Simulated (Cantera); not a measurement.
Feed: 1 mol SiH₂Cl₂, 0.034 mol HCl, 17 mol H₂, equilibrated at 133 Pa.

Equilibrium computed with Cantera from the NASA thermochemical tables; the gas is ideal and each condensed phase is pure. Candidate condensed phases: Si; 19 gas species. The tables' values for SiCl are old estimates; treat these amounts as uncertain. Rates play no part. All values below are at 2398 K.

Base state: H₂ 0.554, H 0.321, HCl 0.0586, Si 0.0400, Cl 0.0242, SiCl 0.000688, SiH 0.000338, SiCl₂ 0.000248 (mole fractions); condensed: gas only.

Question: What changes in the equilibrium state with this change: SiH₂Cl₂ replaced by SiHCl₃?

Answer: 
```
species    before     after
-------  --------  --------
H₂          0.554     0.523
H           0.321     0.312
HCl        0.0586    0.0863
Cl         0.0242    0.0367
Si         0.0400    0.0393
SiCl₂    0.000248  0.000559
SiCl     0.000688   0.00102
SiH      0.000338  0.000322
```
